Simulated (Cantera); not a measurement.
A perfectly stirred reactor is fed with 17.5 % CH3OH, 20.1 % O2, 62.5 % N2, equivalence ratio 1.3, at 101000 Pa; it is adiabatic with a 600 K inlet, and is followed from long to short residence time, starting on the burning branch (τ in s: 0.033, 0.015, 0.0067, 0.003, 0.0013, 0.0006, 0.00027, 0.00012, 5.4e-05, 2.4e-05, 1.1e-05, 4.9e-06).

Computed with Cantera and GRI-Mech 3.0 (53 species, 325 reactions). GRI-Mech 3.0 was tuned for natural gas; its chemistry of methanol as a main component is partial and can be far from experiment.

**Question.** Predict: blow-out, bracketed by the residence times tried; x(CH3OH) at τ = 33.0 ms; x(O2) at τ = 33.0 ms; x(H) at τ = 33.0 ms; x(CH2O) at τ = 33.0 ms; x(HO2) at τ = 33.0 ms; x(CH3OH) at τ = 0.270 ms; x(O2) at τ = 0.270 ms; x(H) at τ = 0.270 ms; x(CH2O) at τ = 0.270 ms; x(HO2) at τ = 0.270 ms.

**Answer.** 
```
Item                                                                          Result
------------------------------------------------  ----------------------------------
blow-out, bracketed by the residence times tried  burning at 54.0 µs, out at 24.0 µs
x(CH3OH) at τ = 33.0 ms                                                      1.40e-6
x(O2) at τ = 33.0 ms                                                         0.00116
x(H) at τ = 33.0 ms                                                          0.00440
x(CH2O) at τ = 33.0 ms                                                       1.50e-6
x(HO2) at τ = 33.0 ms                                                        4.34e-7
x(CH3OH) at τ = 0.270 ms                                                     6.19e-5
x(O2) at τ = 0.270 ms                                                        0.00907
x(H) at τ = 0.270 ms                                                          0.0171
x(CH2O) at τ = 0.270 ms                                                      5.59e-5
x(HO2) at τ = 0.270 ms                                                       5.23e-6
```
